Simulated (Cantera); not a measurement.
Input: 1 mol SiO₂, 1.8 mol H₂, 0.0047 mol Si, held at 10.0 Torr.

These are equilibrium values from Cantera (NASA tables, ideal gas, pure condensed phases), not measurements of a reactor. Candidate condensed phases: H₂O, Si, SiO₂; 18 gas species. The tables hold silica as quartz up to 1696 K and as liquid above; real silica turns to tridymite and cristobalite and melts near 1996 K. Rates play no part.

Question: At 1775 K, list the 4 most abundant gas species with their mole fractions, and the condensed phases.

Answer: H₂ 0.977, SiO 0.0128, H₂O 0.00765, H 0.00248. Condensed: SiO₂(condensed).
